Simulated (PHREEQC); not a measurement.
A PHREEQC input (ion-association model, wateq4f.dat):

```
SOLUTION 1
  temp 25
  units ug/L
  pH 6.2
  pe -1.2
  Na 1640
  K 264
  Ca 142
  Mg 186
  Cl 3570
  S(6) 160 as SO4
  Alkalinity 13.9 as HCO3
  Mn(2) 72
END
USE solution 1
EQUILIBRIUM_PHASES 1
  Quartz 0 0.5
  CO2(g) -2.5 10
END
```

The run finishes without an error or a warning.

Its last state differs from that of the intended input:

```
quantity                       as run  intended
---------------------------  --------  --------
pH                               5.17      6.52
MgSO4 (mol/kgw)               2.68e-9  0.000262
HCO3- (mol/kgw)               7.12e-6  0.000203
MnCl+ (mol/kgw)              5.10e-10  0.000169
NaSO4- (mol/kgw)             5.64e-10  0.000140
CaSO4 (mol/kgw)               1.06e-9   9.94e-5
SI of Rhodochrosite (MnCO3)     -5.09     +0.15
```

Task: One thing in the input isn't as intended. What explains the difference?

Result: This is not unique; one that fits is The fault: the units line changed with the numbers kept. The line should read `units mg/kgw` where the input has `units ug/L`.
